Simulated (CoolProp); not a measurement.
The fluid at 293.15 K and 2.36 MPa flows at 0.46 m/s in a round tube of 2 mm bore and 45 µm roughness, fully developed (64/Re and Nu = 3.66 if laminar; Colebrook and Gnielinski if turbulent). The same conditions are run with several fluids, on thermodynamics alone (safety and materials aside).

The numbers come from the reference Helmholtz-energy equation of state of each fluid (propylene: Lemmon 2013; n-decane: Lemmon 2006; R236FA: Pan 2012) in CoolProp.

Q: Rank propylene, n-decane, R236FA by Reynolds number, highest first.

A: propylene (4680), R236FA (4030), n-decane (718)

| fluid | Darcy friction factor | pressure drop (Pa/m) | heat-transfer coefficient (W/(m² K)) | mass flow (kg/h) |
|---|---|---|---|---|
| propylene | 0.0578 | 1590 | 1950 | 2.70 |
| n-decane | 0.0892 | 3450 | 241 | 3.81 |
| R236FA | 0.0587 | 4310 | 1370 | 7.21 |

Transport values come from each fluid's own correlations; those of propylene, R236FA are estimates that may be off by 10 % or more.
